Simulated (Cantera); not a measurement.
A closed system holds: 1 mol Si₃N₄, 0.15 mol CO₂, 19 mol H₂, equilibrated at 1 atm.

These are equilibrium values from Cantera (NASA tables, ideal gas, pure condensed phases), not measurements of a reactor. Candidate condensed phases: C, C₆H₆, C₇H₈, C₈H₁₈, H₂O, Si, SiC, SiO₂, Si₂N₂O, Si₃N₄; 151 gas species. Mutual solubility and eutectic melting of coexisting phases are not modelled. Gases not in the tables: Si₂H₆ and higher silanes. Equilibrium is a limit: real reactors are often held back by kinetics, nucleation or transport.

### Question
Which condensed phases are stable at each of these points (T (°C)): 875, 950, 1025, 1100, 1175, 1250, 1325, 1400, 1475, 1550, 1625?

### Answer
```
T (°C)                       condensed phases  Si condensed (%)
------  -------------------------------------  ----------------
875                      Si₂N₂O(s) + Si₃N₄(s)             100.0
950                      Si₂N₂O(s) + Si₃N₄(s)             100.0
1025       C(graphite) + Si₂N₂O(s) + Si₃N₄(s)             100.0
1100            SiC(s) + Si₂N₂O(s) + Si₃N₄(s)             100.0
1175            SiC(s) + Si₂N₂O(s) + Si₃N₄(s)             100.0
1250            SiC(s) + Si₂N₂O(s) + Si₃N₄(s)             100.0
1325            SiC(s) + Si₂N₂O(s) + Si₃N₄(s)             100.0
1400            SiC(s) + Si₂N₂O(s) + Si₃N₄(s)             100.0
1475            SiC(s) + Si₂N₂O(s) + Si₃N₄(s)              99.9
1550    Si(l) + SiC(s) + Si₂N₂O(s) + Si₃N₄(s)              99.7
1625    Si(l) + SiC(s) + Si₂N₂O(s) + Si₃N₄(s)              99.0
```

From 875 °C to 950 °C the condensed part is Si₂N₂O(s) + Si₃N₄(s). At 1025 °C the condensed part is C(graphite) + Si₂N₂O(s) + Si₃N₄(s). From 1100 °C to 1475 °C the condensed part is SiC(s) + Si₂N₂O(s) + Si₃N₄(s). From 1550 °C to 1625 °C the condensed part is Si(l) + SiC(s) + Si₂N₂O(s) + Si₃N₄(s).
